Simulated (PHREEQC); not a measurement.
Solution (25 °C): 0.02 mol/kgw HF, 0.01 mol/kgw NH4F and 0.0058 mol/kgw H2SiF6. Closed to the air; pH follows from the charge balance.

The numbers come from PHREEQC with the ion-association model, wateq4f.dat.

| quantity | before | after |
|---|---|---|
| pH | 2.31 | 2.06 |
| ionic strength (mol/kgw) | 0.0214 | 0.0285 |
| HF (mol/kgw) | 0.0230 | 0.0243 |
| F- (mol/kgw) | 0.00362 | 0.00223 |
| H2F2 (mol/kgw) | 0.00138 | 0.00154 |
| HF2- (mol/kgw) | 0.000321 | 0.000209 |
| SI of Quartz (SiO2) | -4.42 | -3.93 |

Q: Name the change that produced these shifts.
A) diluted 10-fold with water
B) H2SiF6 from 0.0058 to 0.0087 mol/kgw
C) temperature from 25 to 90 °C
D) NH4F from 0.01 to 0.02 mol/kgw
E) temperature from 25 to 60 °C

A: B, H2SiF6 from 0.0058 to 0.0087 mol/kgw

This is a speciation only: nothing precipitates in the calculation. SiF6-2 is the database's only silicon fluoride.
